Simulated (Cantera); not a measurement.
A perfectly stirred reactor is fed with 13.8 % H2, 9.57 % O2, 76.6 % N2, at 1.60 bar; it is adiabatic with a 750 K inlet, and is followed from long to short residence time, starting on the burning branch (τ in s: 0.033, 0.02, 0.012, 0.0069, 0.0041, 0.0024, 0.0014, 0.00085, 0.00051, 0.0003, 0.00018, 0.00011, 6.2e-05).

Cantera simulation using GRI-Mech 3.0 (53 species, 325 reactions); the numbers are that mechanism's predictions, not measurements.

Question: Predict: blow-out, bracketed by the residence times tried; x(H2) at τ = 33.0 ms; x(O2) at τ = 33.0 ms; x(H2O2) at τ = 33.0 ms; x(O) at τ = 33.0 ms; x(NO) at τ = 33.0 ms; x(H2) at τ = 1.40 ms; x(O2) at τ = 1.40 ms; x(H2O2) at τ = 1.40 ms; x(O) at τ = 1.40 ms; x(NO) at τ = 1.40 ms.

Answer: 
```
Property                                                                          Result
------------------------------------------------  --------------------------------------
blow-out, bracketed by the residence times tried  burning at 62.0 µs, the shortest tried
x(H2) at τ = 33.0 ms                                                            0.000478
x(O2) at τ = 33.0 ms                                                              0.0285
x(H2O2) at τ = 33.0 ms                                                           1.50e-7
x(O) at τ = 33.0 ms                                                             0.000172
x(NO) at τ = 33.0 ms                                                             1.58e-5
x(H2) at τ = 1.40 ms                                                             0.00340
x(O2) at τ = 1.40 ms                                                              0.0291
x(H2O2) at τ = 1.40 ms                                                           5.44e-7
x(O) at τ = 1.40 ms                                                              0.00127
x(NO) at τ = 1.40 ms                                                             1.35e-5
```
